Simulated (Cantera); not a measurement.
Cantera run:

```python
import numpy as np
import cantera as ct

gas_names = """
    H HO2 H2 H2O H2O2 O OH O2 O3 P PH PH3 PO PO2 P2 P4 P4O10
""".split()
cond_names = """
    H2O(s) H2O(L) P(cr) P(L) P4O10(s)
""".split()


# ... load() reads the species with a 1 bar reference pressure and builds the phases ...
atoms = {
    'PH3': {'P': 1, 'H': 3},
    'H2O': {'H': 2, 'O': 1},
}
top_T = {'P4O10(s)': 690}  # K; cautious upper limits of use, not melting points


# ... equilibrate(T, P, feed) seeds the gas with the atoms and calls Mixture.equilibrate('TP', solver="vcs", rtol=1e-11, max_steps=5000) ...
results = []
feed = {'PH3': 1, 'H2O': 0.21}  # mol
P = 17  # Pa
for T in [2648, 2723, 2798, 2873, 2948, 3023, 3098, 3173, 3248, 3323, 3398, 3473]:
    mix = equilibrate(T, P, feed)
    results.append((T, P, feed, dict(zip(mix.species_names, mix.species_moles))))
    x = sorted(zip(gas.X, gas.species_names), reverse=True)
    print(f"T = {T:g} K  P = {P:g} Pa  gas = {mix.phase_moles(0):.4g} mol")
    print("   x: " + "  ".join(f"{s} {v:.3e}" for v, s in x if v > 0.001))
    print("   condensed (mol): " + ("  ".join(f"{mix.phase(i).name} {mix.phase_moles(i):.4g}"
          for i in range(1, mix.n_phases) if mix.phase_moles(i) > 1e-12) or "none"))
```

Result:

```
T = 2648 K  P = 17 Pa  gas = 4.184 mol
   x: H 7.326e-01  P 1.588e-01  PO 4.777e-02  H2 4.219e-02  P2 1.613e-02  O 2.097e-03
   condensed (mol): none
T = 2723 K  P = 17 Pa  gas = 4.288 mol
   x: H 7.476e-01  P 1.688e-01  PO 4.470e-02  H2 2.477e-02  P2 9.737e-03  O 3.953e-03
   condensed (mol): none
T = 2798 K  P = 17 Pa  gas = 4.361 mol
   x: H 7.546e-01  P 1.767e-01  PO 4.076e-02  H2 1.466e-02  O 7.088e-03  P2 5.880e-03
   condensed (mol): none
T = 2873 K  P = 17 Pa  gas = 4.417 mol
   x: H 7.564e-01  P 1.836e-01  PO 3.548e-02  O 1.177e-02  H2 8.805e-03  P2 3.611e-03
   condensed (mol): none
T = 2948 K  P = 17 Pa  gas = 4.465 mol
   x: H 7.549e-01  P 1.904e-01  PO 2.900e-02  O 1.778e-02  H2 5.378e-03  P2 2.270e-03
   condensed (mol): none
T = 3023 K  P = 17 Pa  gas = 4.508 mol
   x: H 7.518e-01  P 1.968e-01  O 2.429e-02  PO 2.208e-02  H2 3.349e-03  P2 1.456e-03
   condensed (mol): none
T = 3098 K  P = 17 Pa  gas = 4.544 mol
   x: H 7.483e-01  P 2.024e-01  O 3.032e-02  PO 1.573e-02  H2 2.131e-03
   condensed (mol): none
T = 3173 K  P = 17 Pa  gas = 4.572 mol
   x: H 7.452e-01  P 2.068e-01  O 3.518e-02  PO 1.063e-02  H2 1.385e-03
   condensed (mol): none
T = 3248 K  P = 17 Pa  gas = 4.592 mol
   x: H 7.429e-01  P 2.100e-01  O 3.870e-02  PO 6.949e-03
   condensed (mol): none
T = 3323 K  P = 17 Pa  gas = 4.605 mol
   x: H 7.414e-01  P 2.121e-01  O 4.107e-02  PO 4.464e-03
   condensed (mol): none
T = 3398 K  P = 17 Pa  gas = 4.614 mol
   x: H 7.404e-01  P 2.135e-01  O 4.261e-02  PO 2.855e-03
   condensed (mol): none
T = 3473 K  P = 17 Pa  gas = 4.619 mol
   x: H 7.397e-01  P 2.144e-01  O 4.359e-02  PO 1.834e-03
   condensed (mol): none
```

Method: chemical equilibrium by Gibbs-energy minimisation in Cantera with the NASA 1993 tables (ideal gas, pure condensed phases). Gases not in the tables: HPO2, HPO3 and P4O6.
